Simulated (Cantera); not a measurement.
An isothermal, constant-pressure homogeneous reactor starts with NH3 : H2 = 1 : 0.94 (molar parts), at 1973 K and 0.0592 atm.

Detailed kinetics in Cantera: the gas-phase N/H chemistry of the illustrative SiF4/NH3 mechanism in the Surface Chemkin manual (1991). Walls and surfaces, which speed up NH3 decomposition in real reactors, are not modelled.

x: mole fraction; the columns are a selection and need not sum to one.

```tsv
t (s)	x NH3	x H2	x N	x H	x N2H2	x NH
3.00e-6	0.515	0.485	<1e-12	4.92e-7	<1e-12	4.64e-12
1.07e-5	0.515	0.485	<1e-12	1.43e-6	7.67e-12	1.46e-10
3.82e-5	0.515	0.485	2.30e-12	4.73e-6	2.58e-10	3.36e-9
0.000136	0.515	0.485	1.80e-10	1.65e-5	5.53e-9	5.36e-8
0.000486	0.515	0.485	___	___	___	___
0.00173	0.514	0.485	2.67e-7	0.000183	1.54e-6	6.82e-6
0.00618	0.510	0.487	6.94e-7	0.000258	3.53e-6	1.30e-5
0.0220	0.496	0.497	7.01e-7	0.000266	3.40e-6	1.29e-5
0.0786	0.447	0.530	7.19e-7	0.000293	2.95e-6	1.26e-5
0.280	0.318	0.616	7.62e-7	0.000382	1.88e-6	1.16e-5
1.00	0.115	0.752	8.11e-7	0.000652	5.41e-7	8.45e-6
```

**Question.** Complete the blanks.

**Answer.** 
- 0.000486, x N: 9.03e-9
- 0.000486, x H: 5.80e-5
- 0.000486, x N2H2: 9.87e-8
- 0.000486, x NH: 7.06e-7
